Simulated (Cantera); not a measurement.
A perfectly stirred reactor is fed with C3H8 : H2 = 1 : 66 (molar parts), at 0.132 atm; it is held at 1800 K, and followed from long to short residence time.

Model: GRI-Mech 3.0 (53 species, 325 reactions), integrated in Cantera. GRI-Mech 3.0 was tuned for natural gas; its chemistry of propane as a main component is partial and can be far from experiment. GRI-Mech 3.0 stops at C3 and has no aromatics, soot or wall deposition, so with more carbon than oxygen in the feed, carbon stays in small species such as C2H2 where larger ones or solid carbon would form.

Problem. Predict: x(C3H8) at τ = 2.30 s; x(H2) at τ = 2.30 s; x(C2H2) at τ = 2.30 s; x(CH2) at τ = 2.30 s; x(C2H) at τ = 2.30 s; x(C3H8) at τ = 27.0 ms; x(H2) at τ = 27.0 ms; x(C2H2) at τ = 27.0 ms; x(CH2) at τ = 27.0 ms; x(C2H) at τ = 27.0 ms.

Solution. 
```
Item                     Result
----------------------  -------
x(C3H8) at τ = 2.30 s   1.17e-7
x(H2) at τ = 2.30 s       0.976
x(C2H2) at τ = 2.30 s    0.0195
x(CH2) at τ = 2.30 s    8.53e-8
x(C2H) at τ = 2.30 s    1.73e-7
x(C3H8) at τ = 27.0 ms  8.55e-6
x(H2) at τ = 27.0 ms      0.970
x(C2H2) at τ = 27.0 ms   0.0143
x(CH2) at τ = 27.0 ms   5.28e-7
x(C2H) at τ = 27.0 ms   1.69e-7
```
